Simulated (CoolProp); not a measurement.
Vapour-liquid equilibrium of ethanol (1) + n-heptane (2) at 1.06 MPa; x and y are mole fractions of (1).

Values from CoolProp's multi-fluid Helmholtz-energy mixture model, Schroeder 2014 and Span 2003; pair parameters Bell 2016.

| x | bubble temperature (°C) | y at the bubble point | dew temperature at overall composition x (°C) | liquid density (mol/L) |
|---|---|---|---|---|
| 0.05 | 188.8 | ___ | ___ | 5.224 |
| 0.125 | 174.2 | 0.417 | 195.8 | 5.637 |
| 0.2 | 166.3 | 0.516 | 190.4 | 5.998 |
| 0.275 | 161.8 | 0.573 | 185.0 | 6.359 |
| 0.35 | 159.0 | 0.613 | 179.4 | 6.750 |
| 0.425 | ___ | 0.644 | ___ | 7.189 |
| 0.5 | 155.6 | 0.672 | 167.6 | 7.693 |
| 0.575 | 154.5 | 0.701 | 161.7 | 8.277 |
| 0.65 | 153.5 | ___ | 156.7 | 8.957 |
| 0.725 | 152.9 | 0.770 | 153.7 | ___ |
| 0.8 | 152.5 | 0.815 | 152.6 | 10.67 |
| 0.875 | 152.3 | ___ | 152.4 | ___ |
| 0.95 | 152.6 | 0.944 | 152.7 | 13.02 |

Task: What belongs in the gaps?

Result: 
- 0.05, y at the bubble point: 0.223
- 0.05, dew temperature at overall composition x (°C): 201.0
- 0.425, bubble temperature (°C): 157.0
- 0.425, dew temperature at overall composition x (°C): 173.6
- 0.65, y at the bubble point: 0.732
- 0.725, liquid density (mol/L): 9.750
- 0.875, y at the bubble point: 0.872
- 0.875, liquid density (mol/L): 11.75

y crosses x between x = 0.8 and 0.875: the model has an azeotrope there.

The pair parameters rest on a limited set of measurements; away from them the model extrapolates.
